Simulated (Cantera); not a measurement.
Thermodynamics of abatement and gas-phase synthesis, feed S + O2 + H2

Input: 1 mol S, 0.065 mol O2, 5.8 mol H2, equilibrated at 2098.15 K and 10.0 Pa.

Method: chemical equilibrium by Gibbs-energy minimisation in Cantera with the NASA 1993 tables (ideal gas, pure condensed phases). Candidate condensed phases: H2O, H2SO4, S; 19 gas species. Rates play no part.

* **x(H2)**: 0.631
* **x(H)**: 0.245
* **x(S)**: 0.0793
* **x(S2)**: 0.0183
* **x(H2O)**: 0.00972
* **x(SH)**: 0.00944
* **x(SO)**: 0.00659
* **x(OH)**: 0.000447
* **x(H2S)**: 0.000390
* **gas amount**: 7.550 mol
* **log10 activity of S(l) (absent)**: -4.50
